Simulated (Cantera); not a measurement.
A freely propagating, adiabatic, planar premixed flame of 6.12 % C₃H₈, 23.5 % O₂, 70.3 % N₂, unburnt at 700 K and 5.00 bar; mixture-averaged transport, grid criteria slope 0.08 and curve 0.16, no radiation.

Cantera simulation using GRI-Mech 3.0 (53 species, 325 reactions); the numbers are that mechanism's predictions, not measurements. GRI-Mech 3.0 was tuned for natural gas; its chemistry of propane as a main component is partial and can be far from experiment. Burning velocities carry a grid error of a few per cent, more on coarse grids.

Predict: laminar burning velocity; thermal thickness; peak x(C₂H₂); peak x(C₂H₆); peak x(C₂H₄).


| Property | Value |
|---|---|
| laminar burning velocity | 181 cm/s |
| thermal thickness | 0.0521 mm |
| peak x(C₂H₂) | 0.00516 |
| peak x(C₂H₆) | 0.00229 |
| peak x(C₂H₄) | 0.0162 |
